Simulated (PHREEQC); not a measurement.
Solution (25 °C): 0.0019 mol HF, 0.017 mol NH4HF2, 0.0052 mol H2SiF6 and 3.7e-05 mol H2SO4 per kg of water. Closed to the air; pH follows from the charge balance.

Model: ion-association model, phreeqc.dat, run in PHREEQC.

Each row changes one thing in this solution. Precipitation was switched off in this run.

```tsv
case	pH	ionic strength (mol/kgw)	HF (mol/kgw)	F- (mol/kgw)	HF2- (mol/kgw)	SO4-2 (mol/kgw)	SI of Quartz (SiO2)
as made	2.62	0.0249	0.0258	0.00842	0.000834	2.91e-5	-5.41
H2SO4 from 3.7e-05 to 4.07e-05 mol/kgw	2.62	0.0250	0.0258	0.00842	0.000834	3.20e-5	-5.41
H2SiF6 from 0.0052 to 0.026 mol/kgw	1.52	0.0792	0.0346	0.000999	0.000133	1.44e-5	-3.45
diluted 10-fold with water	3.05	0.00315	0.00209	0.00165	1.32e-5	3.39e-6	-0.57
temperature from 25 to 65 °C	2.87	0.0238	0.0270	0.00723	0.000857	2.76e-5	-3.12
HF from 0.0019 to 0.0095 mol/kgw	2.53	0.0255	0.0326	0.00876	0.00109	2.84e-5	-5.85
```

Complexes and solids missing from the database can't appear. Away from 25 °C the constants follow the database's enthalpies or fits; those with neither stay at their 25 °C values. SiF6-2 is the database's only silicon fluoride.
